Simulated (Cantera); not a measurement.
## CuO + CO + H₂ (carbothermic reduction)

Input: 1 mol CuO, 0.72 mol CO, 0.11 mol H₂, held at 64000 Pa.

Equilibrium computed with Cantera from the NASA thermochemical tables; the gas is ideal and each condensed phase is pure. Candidate condensed phases: C, C₆H₆, C₇H₈, C₈H₁₈, Cu, CuO, Cu(OH)₂, Cu₂O, H₂O; 113 gas species. Each liquid is taken as pure. Mutual solubility and eutectic melting of coexisting phases are not modelled. The numbers say what is thermodynamically allowed, not how fast it happens.

```csv
T (K),x CO₂,x H₂O,x O₂,x Cu,x CO,x OH,n Cu(s),n Cu₂O(s),n Cu(l),n Cu₂O(l)
1275,0.867,0.133,9.42e-7,1.35e-7,0.000103,4.63e-7,0.660,0.170,0,0
1425,0.867,0.133,3.12e-5,3.39e-6,0.000291,5.59e-6,0,0.170,0.660,0
1575,0.866,0.132,0.000453,4.27e-5,0.000726,4.04e-5,0,0,0.660,0.170
1725,0.863,0.132,0.00232,0.000342,0.00205,0.000179,0,0,0.664,0.168
1875,0.853,0.131,0.00892,0.00194,0.00489,0.000618,0,0,0.680,0.159
2025,0.825,0.126,0.0275,0.00846,0.0101,0.00175,0,0,0.731,0.131
2175,0.759,0.116,0.0710,0.0299,0.0180,0.00413,0,0,0.867,0.0524
2325,0.662,0.102,0.0971,0.0892,0.0361,0.00747,0,0,0.904,0
```
x: gas mole fraction; n: condensed amount in mol.

At 1275 K the condensed part is Cu(s) + Cu₂O(s). At 1425 K the condensed part is Cu(l) + Cu₂O(s). From 1575 K to 2175 K the condensed part is Cu(l) + Cu₂O(l). At 2325 K the condensed part is Cu(l). The main Cu-bearing gas is Cu throughout.
